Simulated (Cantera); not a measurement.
Transport properties of process gases

Gas mixture: 100 % C₂H₆, at 0.000178 atm, frozen composition.

Cantera's kinetic-theory transport with the Lennard-Jones parameters of GRI-Mech 3.0, ideal gas; thermal conductivity in the multicomponent form. The composition is frozen, though it would react at the higher temperatures.

```json
[
 {"T (K)": "400", "ρ (kg/m³)": "0.000163", "cp (J/kg/K)": "2167", "μ (µPa s)": "12.3", "λ (mW/m/K)": "35.5", "Pr": "0.752", "D (cm²/s) NO": "1380", "D (cm²/s) O": "2160", "D (cm²/s) CH₄": "1520"},
 {"T (K)": "650", "ρ (kg/m³)": "0.000100", "cp (J/kg/K)": "3147", "μ (µPa s)": "18.6", "λ (mW/m/K)": "77.7", "Pr": "0.753", "D (cm²/s) NO": "3250", "D (cm²/s) O": "5030", "D (cm²/s) CH₄": "3610"},
 {"T (K)": "900", "ρ (kg/m³)": "7.23e-5", "cp (J/kg/K)": "3837", "μ (µPa s)": "23.8", "λ (mW/m/K)": "122", "Pr": "0.752", "D (cm²/s) NO": "5670", "D (cm²/s) O": "8740", "D (cm²/s) CH₄": "6340"},
 {"T (K)": "1150", "ρ (kg/m³)": "5.66e-5", "cp (J/kg/K)": "4365", "μ (µPa s)": "28.4", "λ (mW/m/K)": "165", "Pr": "0.750", "D (cm²/s) NO": "8570", "D (cm²/s) O": "13200", "D (cm²/s) CH₄": "9610"},
 {"T (K)": "1400", "ρ (kg/m³)": "4.65e-5", "cp (J/kg/K)": "4736", "μ (µPa s)": "32.6", "λ (mW/m/K)": "206", "Pr": "0.748", "D (cm²/s) NO": "11900", "D (cm²/s) O": "18300", "D (cm²/s) CH₄": "13400"},
 {"T (K)": "1650", "ρ (kg/m³)": "3.95e-5", "cp (J/kg/K)": "5004", "μ (µPa s)": "36.4", "λ (mW/m/K)": "244", "Pr": "0.747", "D (cm²/s) NO": "15700", "D (cm²/s) O": "24100", "D (cm²/s) CH₄": "17600"},
 {"T (K)": "1900", "ρ (kg/m³)": "3.43e-5", "cp (J/kg/K)": "5196", "μ (µPa s)": "40.0", "λ (mW/m/K)": "279", "Pr": "0.745", "D (cm²/s) NO": "19800", "D (cm²/s) O": "30500", "D (cm²/s) CH₄": "22300"},
 {"T (K)": "2150", "ρ (kg/m³)": "3.03e-5", "cp (J/kg/K)": "5336", "μ (µPa s)": "43.4", "λ (mW/m/K)": "311", "Pr": "0.744", "D (cm²/s) NO": "24300", "D (cm²/s) O": "37400", "D (cm²/s) CH₄": "27400"},
 {"T (K)": "2400", "ρ (kg/m³)": "2.71e-5", "cp (J/kg/K)": "5440", "μ (µPa s)": "46.6", "λ (mW/m/K)": "341", "Pr": "0.743", "D (cm²/s) NO": "29200", "D (cm²/s) O": "44900", "D (cm²/s) CH₄": "32900"}
]
```
D: mixture-averaged diffusion coefficient of that species in the mixture.
